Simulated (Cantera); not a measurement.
An isothermal, constant-pressure homogeneous reactor starts with NO : N2 = 1 : 8.8 (molar parts), at 2025 K and 1330 Pa. Integrator tolerance rtol = 1e-08.

Computed with Cantera and GRI-Mech 3.0 (53 species, 325 reactions). Radical loss at walls, strong at low pressure, is not modelled.

What does this change do: temperature 2025 to 1698 K?


```csv
quantity,before,after
x(NO) at 20.0 s,0.0488 (gas-phase equilibrium 0.00431),0.101 (gas-phase equilibrium 0.00155)
x(N2) at 20.0 s,0.924 (gas-phase equilibrium 0.946),0.898 (gas-phase equilibrium 0.948)
x(O2) at 20.0 s,0.0260 (gas-phase equilibrium 0.0481),0.000336 (gas-phase equilibrium 0.0502)
x(N2O) at 20.0 s,8.09e-7 (gas-phase equilibrium 3.06e-8),3.74e-6 (gas-phase equilibrium 1.15e-8)
x(O) at 20.0 s,0.00116 (gas-phase equilibrium 0.00154),1.60e-5 (gas-phase equilibrium 8.54e-5)
x(NO2) at 20.0 s,3.26e-6 (gas-phase equilibrium 3.94e-7),2.46e-6 (gas-phase equilibrium 2.75e-7)
```

What does this change do: temperature 2025 to 1973 K?


```tsv
quantity	before	after
x(NO) at 20.0 s	0.0488 (gas-phase equilibrium 0.00431)	0.0734 (gas-phase equilibrium 0.00376)
x(N2) at 20.0 s	0.924 (gas-phase equilibrium 0.946)	0.912 (gas-phase equilibrium 0.947)
x(O2) at 20.0 s	0.0260 (gas-phase equilibrium 0.0481)	0.0140 (gas-phase equilibrium 0.0486)
x(N2O) at 20.0 s	8.09e-7 (gas-phase equilibrium 3.06e-8)	1.94e-6 (gas-phase equilibrium 2.68e-8)
x(O) at 20.0 s	0.00116 (gas-phase equilibrium 0.00154)	0.000596 (gas-phase equilibrium 0.00104)
x(NO2) at 20.0 s	3.26e-6 (gas-phase equilibrium 3.94e-7)	3.93e-6 (gas-phase equilibrium 3.76e-7)
```
